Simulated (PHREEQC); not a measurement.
Solution (25 °C): 5.5 mmol/kgw Cu(BF4)2, 0.12 mmol/kgw HNO3, 0.25 mmol/kgw Na2SO4 and 0.27 mmol/kgw ZnSO4. Closed to the air; pH follows from the charge balance.

Model: ion-association model, phreeqc.dat, run in PHREEQC.

Task: The ionic strength comes out as 0.0188 mol/kgw. What activity coefficients do BF(OH)3-, CuF+, SO4-2, F-, BF4- get?

Result: BF(OH)3- 0.87, CuF+ 0.87, SO4-2 0.59, F- 0.87, BF4- 0.87.

Precipitation was switched off in this run. Real BF4- forms and hydrolyses slowly; the run takes it at equilibrium.
